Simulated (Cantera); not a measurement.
Feed: 1 mol trisilylamine, 6 mol NH3, 8.7 mol N2.

These are equilibrium values from Cantera (NASA tables, ideal gas, pure condensed phases), not measurements of a reactor. Candidate condensed phases: Si, Si3N4; 18 gas species. The feed counts by its element totals alone. Mutual solubility and eutectic melting of coexisting phases are not modelled. Rates play no part.

What condenses at these points (T in K, P in Pa): (1600, 5); (925, 210); (775, 210); (1525, 17); (700, 210); (1375, 59)?


| T (K) | P in Pa | condensed phases | Si condensed (%) |
|---|---|---|---|
| 1600 | 5 | Si | 98.3 |
| 925 | 210 | Si3N4 | 100.0 |
| 775 | 210 | Si3N4 | 100.0 |
| 1525 | 17 | Si + Si3N4 | 99.9 |
| 700 | 210 | Si3N4 | 100.0 |
| 1375 | 59 | Si3N4 | 100.0 |
